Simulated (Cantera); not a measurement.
A Cantera script and its output.

```python
import numpy as np
import cantera as ct

gas = ct.Solution("gri30.yaml")
gas.TPX = 1300, 101325, {'C2H6': 1, 'N2': 0.63}
inlet = ct.Reservoir(gas, clone=True)

reactor = ct.IdealGasConstPressureReactor(gas, energy="off", clone=False)
exhaust = ct.Reservoir(gas, clone=True)
tau = [2.8, 1.4, 0.71, 0.36, 0.18, 0.09, 0.045, 0.023, 0.011, 0.0057, 0.0028][0]
for a, b in ((inlet, reactor), (reactor, exhaust)):
    ct.MassFlowController(a, b, mdot=lambda t: reactor.mass / tau)
net = ct.ReactorNet([reactor])
show = ['C2H6', 'CH3', 'C2H2', 'CH2', 'C2H4', 'H', 'HCN']

rows = []
print(f"{'tau/s':>10s}{'T/K':>9s}" + "".join(f"{s:>11s}" for s in show))
for tau in [2.8, 1.4, 0.71, 0.36, 0.18, 0.09, 0.045, 0.023, 0.011, 0.0057, 0.0028]:
    net.initial_time = 0.0
    net.advance(30 * tau)
    before = gas.X
    net.advance(40 * tau)
    drift = np.max(np.abs(gas.X - before) / (gas.X + 1e-9))
    rows.append([gas.T, *gas[show].X, drift])
    print(f"{tau:10.3e}{gas.T:9.1f}" + "".join(f"{x:11.3e}" for x in gas[show].X))
```

It prints:

```
     tau/s      T/K       C2H6        CH3       C2H2        CH2       C2H4          H        HCN
 2.800e+00   1300.0  3.237e-03  2.786e-05  1.359e-01  1.234e-10  1.304e-01  2.205e-06  2.903e-11
 1.400e+00   1300.0  4.244e-03  3.041e-05  1.329e-01  1.651e-10  1.407e-01  2.835e-06  2.331e-11
 7.100e-01   1300.0  5.678e-03  3.338e-05  1.286e-01  2.216e-10  1.516e-01  3.594e-06  1.906e-11
 3.600e-01   1300.0  7.847e-03  3.706e-05  1.223e-01  3.010e-10  1.640e-01  4.497e-06  1.584e-11
 1.800e-01   1300.0  1.136e-02  4.195e-05  1.130e-01  4.175e-10  1.789e-01  5.552e-06  1.335e-11
 9.000e-02   1300.0  1.716e-02  4.848e-05  9.994e-02  5.880e-10  1.966e-01  6.697e-06  1.147e-11
 4.500e-02   1300.0  2.708e-02  5.729e-05  8.311e-02  8.395e-10  2.164e-01  7.843e-06  1.001e-11
 2.300e-02   1300.0  4.373e-02  6.877e-05  6.419e-02  1.195e-09  2.348e-01  8.820e-06  8.843e-12
 1.100e-02   1300.0  7.639e-02  8.569e-05  4.313e-02  1.761e-09  2.468e-01  9.540e-06  7.709e-12
 5.700e-03   1300.0  1.264e-01  1.052e-04  2.699e-02  2.459e-09  2.416e-01  9.699e-06  6.813e-12
 2.800e-03   1300.0  2.105e-01  1.301e-04  1.432e-02  3.418e-09  2.118e-01  9.319e-06  6.043e-12
```

Computed with Cantera and GRI-Mech 3.0 (53 species, 325 reactions). GRI-Mech 3.0 stops at C3 and has no aromatics, soot or wall deposition, so with more carbon than oxygen in the feed, carbon stays in small species such as C2H2 where larger ones or solid carbon would form.
